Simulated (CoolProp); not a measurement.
Aqueous potassium carbonate as a coolant, at 24 °C, 1 atm.

The numbers come from the Melinder's fits for secondary coolants in CoolProp.

| mass % | freezing point (°C) | cp (kJ/(kg K)) | Prandtl number | density (kg/m³) | conductivity (W/(m K)) |
|---|---|---|---|---|---|
| 5.1 | -1.7 | 3.906 | 6.64 | 1044 | 0.601 |
| 7.7 | -2.7 | 3.794 | 6.93 | 1068 | 0.598 |
| 10.3 | -3.7 | 3.690 | 7.27 | 1092 | 0.595 |
| 12.9 | -4.9 | 3.589 | 7.65 | 1117 | 0.592 |
| 15.5 | -6.1 | 3.489 | 8.08 | 1143 | 0.590 |
| 18.1 | -7.6 | 3.388 | 8.55 | 1169 | 0.587 |
| 20.7 | -9.3 | 3.288 | 9.10 | 1196 | 0.585 |
| 23.3 | -11.3 | 3.191 | 9.73 | 1223 | 0.582 |
| 25.9 | -13.7 | 3.098 | 10.5 | 1251 | 0.580 |
| 28.4 | -16.5 | 3.015 | 11.4 | 1279 | 0.577 |
